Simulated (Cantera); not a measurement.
Charge: 1 mol B2O3, a varied amount of H2O, 2.9 mol H2, held at 64.0 Pa.

Cantera equilibrium calculation (NASA polynomials, part measured and part estimated; ideal gas, pure solids and liquids). Candidate condensed phases: B, B2O3, B3O3H3, H2O; 23 gas species. Kinetics and transport are ignored.

Stable condensed phases, one row left out:

```
T in K \ n(H2O) in mol
         0.36 0.57 0.89  1.4  2.2  3.4  5.3  8.3   13
   2050     A    A    A    A    A    A    A    A    A
   1950     A    A    A    A    A    A    A    A    A
   1850     A    A    A    A    A    A    A    A    A
   1750     A    A    A    A    A    A    A    A    A
   1650     A    A    A    A    A    A    A    A    A
   1550     B    B    A    A    A    A    A    A    A
   1450     B    B    B    B    B    A    A    A    A
   1350     B    B    B    B    B    B    B    A    A
   1150     B    B    B    B    B    B    B    B    B
   1050     B    B    B    B    B    B    B    B    B
```

A: gas only; B: B2O3.

### Question
Give the row for 1250 K.

### Answer
0.36: B2O3; 0.57: B2O3; 0.89: B2O3; 1.4: B2O3; 2.2: B2O3; 3.4: B2O3; 5.3: B2O3; 8.3: B2O3; 13: B2O3.
